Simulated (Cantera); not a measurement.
An adiabatic, constant-volume homogeneous reactor starts with CH₄ : O₂ : N₂ : CO₂ = 1 : 1.54 : 5.78 : 1.2 (molar parts), equivalence ratio 1.3, at 1623 K and 0.987 atm. Integrator tolerance rtol = 1e-08.

Model: GRI-Mech 3.0 (53 species, 325 reactions), integrated in Cantera.

Problem. What does this change do: initial temperature 1623 to 1523 K?

Solution. 
```csv
quantity,before,after
time of steepest temperature rise,0.475 ms,1.21 ms
temperature at 0.500 s,2769 K,2739 K
equilibrium temperature,2769 K,2739 K
x(CH₄) at 0.500 s,<1e-12 (gas-phase equilibrium <1e-12),<1e-12 (gas-phase equilibrium <1e-12)
x(O₂) at 0.500 s,0.0109 (gas-phase equilibrium 0.0109),0.00931 (gas-phase equilibrium 0.00931)
x(CO₂) at 0.500 s,0.110 (gas-phase equilibrium 0.110),0.115 (gas-phase equilibrium 0.115)
x(C₂H₄) at 0.500 s,<1e-12 (gas-phase equilibrium <1e-12),<1e-12 (gas-phase equilibrium <1e-12)
x(CH₃) at 0.500 s,<1e-12 (gas-phase equilibrium <1e-12),<1e-12 (gas-phase equilibrium <1e-12)
x(NO₂) at 0.500 s,1.45e-6 (gas-phase equilibrium 1.45e-6),1.25e-6 (gas-phase equilibrium 1.25e-6)
x(C₂H₂) at 0.500 s,<1e-12 (gas-phase equilibrium <1e-12),<1e-12 (gas-phase equilibrium <1e-12)
```
